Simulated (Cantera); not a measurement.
Premixed flame

A freely propagating, adiabatic, planar premixed flame of CO : H2 : O2 : N2 = 1 : 0.055 : 0.733 : 2.27 (molar parts), unburnt at 673 K and 980000 Pa; mixture-averaged transport, grid criteria slope 0.08 and curve 0.16, no radiation.

Cantera simulation using GRI-Mech 3.0 (53 species, 325 reactions); the numbers are that mechanism's predictions, not measurements. The hydrogen kinetics of GRI-Mech 3.0 are dated; newer H2 mechanisms differ, most at raised pressure. Burning velocities carry a grid error of a few per cent, more on coarse grids.

```
z (mm)   T (K)  u (m/s)    x CO      x H2    x O2     x HO2    x N2O      x NO
-------  -----  -------  ------  --------  ------  --------  -------  --------
-0.242     673    0.816   0.246    0.0134   0.181   1.16e-8    <1e-8     <1e-8
-0.161     673    0.816   0.247    0.0129   0.181   1.74e-7    <1e-8     <1e-8
-0.121     674    0.817   0.247    0.0122   0.181   9.37e-7    <1e-8     <1e-8
-0.0806    686    0.829   0.246    0.0106   0.181   9.93e-6    <1e-8   3.91e-8
-0.0403    819    0.985   0.238   0.00681   0.177  0.000159  1.28e-7   9.46e-7
-0.0202   1150     1.36   0.208   0.00375   0.161  0.000342  7.04e-7   6.72e-6
0         1596     1.84   0.153   0.00114   0.130  0.000134  2.35e-6   2.18e-5
0.0202    1901     2.14   0.105  0.000497   0.104   5.99e-5  3.74e-6   4.80e-5
0.0403    2080     2.30  0.0773  0.000466  0.0902   3.42e-5  4.10e-6   8.11e-5
0.0806    2264     2.47  0.0536  0.000403  0.0797   1.60e-5  4.08e-6  0.000154
0.161     2409     2.60  0.0365  0.000283  0.0729   7.64e-6  3.51e-6  0.000305
0.323     2503     2.68  0.0246  0.000191  0.0680   5.04e-6  2.57e-6  0.000585
0.645     2547     2.72  0.0186  0.000147  0.0653   4.52e-6  2.01e-6   0.00107
```
x: mole fraction of selected species; z is measured from the peak of heat release.

```
Property                     Result
------------------------  ---------
laminar burning velocity  81.6 cm/s
thermal thickness         0.0806 mm
peak x(HO2)                0.000359
grid points                     119
```
